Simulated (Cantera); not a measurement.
**N2O furnace oxynitridation**

An isothermal, constant-pressure homogeneous reactor starts with N2O : H2 : N2 = 0.47 : 0.045 : 5.3 (molar parts), at 1400 K and 20.0 Torr.

Cantera simulation using GRI-Mech 3.0 (53 species, 325 reactions); the numbers are that mechanism's predictions, not measurements. GRI-Mech 3.0 was tuned for natural gas; its chemistry of N2O as a main component is partial and can be far from experiment. Radical loss at walls, strong at low pressure, is not modelled.

```
t (s)      x N2O      x H2     x H2O      x OH      x O
--------  ------  --------  --------  --------  -------
1.00e-6   0.0808   0.00774    <1e-12  1.97e-11  1.71e-8
3.35e-6   0.0808   0.00774  1.55e-12  2.18e-10  5.70e-8
1.12e-5   0.0808   0.00774  5.79e-11   2.43e-9  1.89e-7
3.76e-5   0.0808   0.00774   2.14e-9   2.69e-8  6.08e-7
0.000126  0.0808   0.00774   7.69e-8   2.85e-7  1.80e-6
0.000422  0.0808   0.00773   2.45e-6   2.54e-6  4.14e-6
0.00141   0.0807   0.00767   5.42e-5   1.44e-5  5.73e-6
0.00474   0.0800   0.00702  0.000668   4.40e-5  6.47e-6
0.0159    0.0762   0.00358   0.00408   9.29e-5  1.22e-5
0.0532    0.0716  0.000226   0.00747   6.91e-5  1.99e-5
0.178     0.0674   1.64e-6   0.00769   5.40e-5  2.05e-5
0.597     0.0558   1.17e-6   0.00764   5.54e-5  2.00e-5
2.00      0.0299   1.37e-6   0.00755   5.49e-5  1.87e-5
```
x: mole fraction; the columns are a selection and need not sum to one.

Equilibrium at this temperature and pressure: N2O 3.75e-9, H2 1.11e-7, H2O 0.00746, OH 1.33e-5, O 1.09e-6 (gas phase only).
